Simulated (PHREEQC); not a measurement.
Dissolve 0.023 mol NaHCO3, 3.4e-05 mol KOH and 0.2 mol NaCl per kg of water at 45 °C. Closed to the air; pH follows from the charge balance.

Computed with PHREEQC (ion-association model, wateq4f.dat).

* **pH**: 7.67
* **ionic strength**: 0.221 mol/kgw
* **activity of water**: 0.992
* **total alkalinity**: 23.0 meq/kg

```
species  molality  activity   log γ
-------  --------  --------  ------
Na+         0.221     0.162  -0.137
Cl-         0.200     0.139  -0.158
HCO3-      0.0205    0.0150  -0.135
NaHCO3    0.00129   0.00136   0.022
CO2      0.000597  0.000628   0.022
NaCO3-   0.000473  0.000347  -0.135
CO3-2    0.000155   4.48e-5  -0.540
K+        3.40e-5   2.36e-5  -0.158
OH-       2.65e-6   1.83e-6  -0.161
H+        2.71e-8   2.13e-8  -0.104
```

No solid was allowed to form. At this temperature some constants are extrapolated from 25 °C, and those without enthalpy data are left unchanged.
